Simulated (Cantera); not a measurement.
# Thermodynamics of hydrogen reduction and annealing atmospheres, feed V2O3 + H2 + N2

Charge: 1 mol V2O3, 35 mol H2, 1.1 mol N2, equilibrated at 0.0133 bar.

Equilibrium computed with Cantera from the NASA thermochemical tables; the gas is ideal and each condensed phase is pure. Candidate condensed phases: H2O, V, VN, VO, V2O3, V2O4, V2O5; 28 gas species. Mutual solubility and eutectic melting of coexisting phases are not modelled. VN, VO: taken at fixed stoichiometry. Condensed phases not in the tables: the oxides between V2O3 and V2O5 other than VO2, solid solutions among these carbides, nitrides and lower oxides, V2N. Kinetics and transport are ignored.

```json
[
 {"T (°C)": "950", "log p H2": "-1.89", "log p N2": "-3.39", "log p H2O": "-5.04", "log p H": "-7.47", "log p NH3": "-8.29", "log p VO2": "-13.55", "log p OH": "-12.66", "log p VO": "<-13", "n VN(s)": "0.0164", "n V2O3(s)": "0.992", "n VO(s)": "0"},
 {"T (°C)": "975", "log p H2": "-1.89", "log p N2": "-3.39", "log p H2O": "-5.03", "log p H": "-7.28", "log p NH3": "-8.34", "log p VO2": "-13.13", "log p OH": "-12.41", "log p VO": "<-13", "n VN(s)": "0.0167", "n V2O3(s)": "0.992", "n VO(s)": "0"},
 {"T (°C)": "1000", "log p H2": "-1.89", "log p N2": "-3.39", "log p H2O": "-4.97", "log p H": "-7.09", "log p NH3": "-8.39", "log p VO2": "-12.71", "log p OH": "-12.11", "log p VO": "-13.60", "n VN(s)": "0", "n V2O3(s)": "0.971", "n VO(s)": "0.0575"},
 {"T (°C)": "1025", "log p H2": "-1.89", "log p N2": "-3.39", "log p H2O": "-4.89", "log p H": "-6.91", "log p NH3": "-8.43", "log p VO2": "-12.29", "log p OH": "-11.80", "log p VO": "-13.17", "n VN(s)": "0", "n V2O3(s)": "0.965", "n VO(s)": "0.0695"},
 {"T (°C)": "1050", "log p H2": "-1.89", "log p N2": "-3.39", "log p H2O": "-4.81", "log p H": "-6.74", "log p NH3": "-8.47", "log p VO2": "-11.88", "log p OH": "-11.51", "log p VO": "-12.76", "n VN(s)": "0", "n V2O3(s)": "0.958", "n VO(s)": "0.0835"},
 {"T (°C)": "1075", "log p H2": "-1.89", "log p N2": "-3.39", "log p H2O": "-4.74", "log p H": "-6.58", "log p NH3": "-8.52", "log p VO2": "-11.49", "log p OH": "-11.22", "log p VO": "-12.37", "n VN(s)": "0", "n V2O3(s)": "0.950", "n VO(s)": "0.0995"},
 {"T (°C)": "1100", "log p H2": "-1.89", "log p N2": "-3.39", "log p H2O": "-4.66", "log p H": "-6.42", "log p NH3": "-8.56", "log p VO2": "-11.12", "log p OH": "-10.94", "log p VO": "-11.99", "n VN(s)": "0", "n V2O3(s)": "0.941", "n VO(s)": "0.118"},
 {"T (°C)": "1125", "log p H2": "-1.89", "log p N2": "-3.39", "log p H2O": "-4.59", "log p H": "-6.27", "log p NH3": "-8.59", "log p VO2": "-10.76", "log p OH": "-10.68", "log p VO": "-11.63", "n VN(s)": "0", "n V2O3(s)": "0.931", "n VO(s)": "0.139"},
 {"T (°C)": "1150", "log p H2": "-1.89", "log p N2": "-3.39", "log p H2O": "-4.52", "log p H": "-6.12", "log p NH3": "-8.63", "log p VO2": "-10.41", "log p OH": "-10.42", "log p VO": "-11.28", "n VN(s)": "0", "n V2O3(s)": "0.919", "n VO(s)": "0.162"},
 {"T (°C)": "1175", "log p H2": "-1.89", "log p N2": "-3.39", "log p H2O": "-4.46", "log p H": "-5.98", "log p NH3": "-8.67", "log p VO2": "-10.07", "log p OH": "-10.17", "log p VO": "-10.94", "n VN(s)": "0", "n V2O3(s)": "0.906", "n VO(s)": "0.189"},
 {"T (°C)": "1200", "log p H2": "-1.89", "log p N2": "-3.39", "log p H2O": "-4.39", "log p H": "-5.84", "log p NH3": "-8.70", "log p VO2": "-9.75", "log p OH": "-9.93", "log p VO": "-10.61", "n VN(s)": "0", "n V2O3(s)": "0.891", "n VO(s)": "0.219"},
 {"T (°C)": "1225", "log p H2": "-1.89", "log p N2": "-3.39", "log p H2O": "-4.33", "log p H": "-5.71", "log p NH3": "-8.74", "log p VO2": "-9.44", "log p OH": "-9.70", "log p VO": "-10.30", "n VN(s)": "0", "n V2O3(s)": "0.874", "n VO(s)": "0.252"},
 {"T (°C)": "1250", "log p H2": "-1.89", "log p N2": "-3.39", "log p H2O": "-4.27", "log p H": "-5.58", "log p NH3": "-8.77", "log p VO2": "-9.14", "log p OH": "-9.48", "log p VO": "-10.00", "n VN(s)": "0", "n V2O3(s)": "0.856", "n VO(s)": "0.289"},
 {"T (°C)": "1275", "log p H2": "-1.89", "log p N2": "-3.39", "log p H2O": "-4.22", "log p H": "-5.46", "log p NH3": "-8.80", "log p VO2": "-8.84", "log p OH": "-9.26", "log p VO": "-9.70", "n VN(s)": "0", "n V2O3(s)": "0.835", "n VO(s)": "0.329"}
]
```
log p: log10 of the partial pressure in bar; n: condensed amount in mol.

From 950 °C to 975 °C the condensed part is VN(s) + V2O3(s). From 1000 °C to 1275 °C the condensed part is VO(s) + V2O3(s).
